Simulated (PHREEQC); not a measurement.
A column of 0.2 m (40 cells, dispersivity 0.01 m, 300 s a shift, diffusion coefficient 3e-10 m²/s) holds 0.035 eq of the database's cation exchanger X per kg of pore water, first in equilibrium with 5.4 mmol/kgw KCl, 98 mmol/kgw (NH4)2SO4, 4.6 mmol/kgw KBr and 0.01 mmol/kgw HCl. It is flushed with 0.014 mol/kgw NH4Cl and 1e-05 mol/kgw HCl, at 40 °C. Values are for the last cell. No CO2 enters from the air. Precipitation was switched off in this run.

Base run: PHREEQC, ion-association model, phreeqc.dat. Each further column changes one thing. The table gives K in solution (mol/kgw).

| pore volumes | base | exchange capacity from 0.035 to 0.018 eq/kgw | dispersivity from 0.01 to 0.02 m |
|---|---|---|---|
| 0 | 0.0100 | 0.0100 | 0.0100 |
| 0.7625 | 0.00780 | 0.00776 | 0.00686 |
| 1.512 | 0.00130 | 0.00121 | 0.00169 |
| 2.263 | 0.000661 | 0.000471 | 0.000712 |
| 3.013 | 0.000534 | 0.000228 | ? |
| 3.763 | 0.000377 | 8.72e-5 | ? |
| 4.263 | 0.000276 | 4.22e-5 | ? |
| 5.013 | 0.000159 | 1.31e-5 | 0.000196 |
| 5.763 | 8.47e-5 | 3.86e-6 | 0.000127 |
| 6.513 | 4.29e-5 | ? | ? |
| 7.263 | 2.09e-5 | ? | 4.96e-5 |
| 8.012 | 9.92e-6 | ? | 3.05e-5 |

**Question.** Fill in the missing entries.

**Answer.** 
- 3.013, dispersivity from 0.01 to 0.02 m: 0.000506
- 3.763, dispersivity from 0.01 to 0.02 m: 0.000372
- 4.263, dispersivity from 0.01 to 0.02 m: 0.000293
- 6.513, exchange capacity from 0.035 to 0.018 eq/kgw: 1.09e-6
- 6.513, dispersivity from 0.01 to 0.02 m: 8.00e-5
- 7.263, exchange capacity from 0.035 to 0.018 eq/kgw: 3.02e-7
- 8.012, exchange capacity from 0.035 to 0.018 eq/kgw: 8.24e-8

Away from 25 °C the constants follow the database's enthalpies or fits; those with neither stay at their 25 °C values.
